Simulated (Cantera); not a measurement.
Cantera run:

```python
import numpy as np
import cantera as ct

gas_names = """
    CL CL2 H HCL H2 Si SiCL SiCL2 SiCL3 SiCL4 SiH SiHCL3 SiH2 SiH2CL2 SiH3 SiH3CL SiH4 Si2 Si3
""".split()
cond_names = """
    Si(cr) Si(L)
""".split()


# ... load() reads the species with a 1 bar reference pressure and builds the phases ...
atoms = {
    'Si2Cl6': {'Si': 2, 'CL': 6},
    'HCl': {'H': 1, 'CL': 1},
    'H2': {'H': 2},
}
top_T = {}  # K; cautious upper limits of use, not melting points


# ... equilibrate(T, P, feed) seeds the gas with the atoms and calls Mixture.equilibrate('TP', solver="vcs", rtol=1e-11, max_steps=5000) ...
results = []
feed = {'Si2Cl6': 1, 'HCl': 0.26, 'H2': 580}  # mol
T = 1550  # K
P = 26000  # Pa
mix = equilibrate(T, P, feed)
results.append((T, P, feed, dict(zip(mix.species_names, mix.species_moles))))
print(gas.report(threshold=1e-06))
for i in range(1, mix.n_phases):
    print(f"{mix.phase(i).name:16s} {mix.phase_moles(i):12.5e} mol")
```

It prints:

```
       temperature   1550 K
          pressure   26000 Pa
           density   0.0048327 kg/m^3
  mean mol. weight   2.3954 kg/kmol
   phase of matter   gas

                          1 kg             1 kmol
                     ---------------   ---------------
          enthalpy        1.5449e+07        3.7008e+07  J
   internal energy         1.007e+07        2.4121e+07  J
           entropy             80278         1.923e+05  J/K
    Gibbs function       -1.0898e+08       -2.6106e+08  J
 heat capacity c_p             13602             32583  J/K
 heat capacity c_v             10131             24268  J/K

                      mass frac. Y      mole frac. X     chem. pot. / RT
                     ---------------   ---------------   ---------------
                 H        2.5855e-05        6.1443e-05           -10.028
               HCL           0.15274          0.010035           -38.614
                H2           0.83281           0.98955           -20.056
             SiCL2          0.014014        0.00033914           -61.838
             SiCL3        0.00017869        3.1841e-06           -90.424
            SiHCL3        5.7085e-05        1.0096e-06           -100.45
              SiH2        3.4725e-05        2.7635e-06           -24.723
           SiH2CL2        8.4181e-05        1.9965e-06           -81.894
            SiH3CL        3.2496e-05        1.1695e-06           -63.337
     [  +10 minor]        2.9134e-05        1.4856e-06

Si(cr)            1.79571e+00 mol
```

These are equilibrium values from Cantera (NASA tables, ideal gas, pure condensed phases), not measurements of a reactor. The feed counts by its element totals alone.
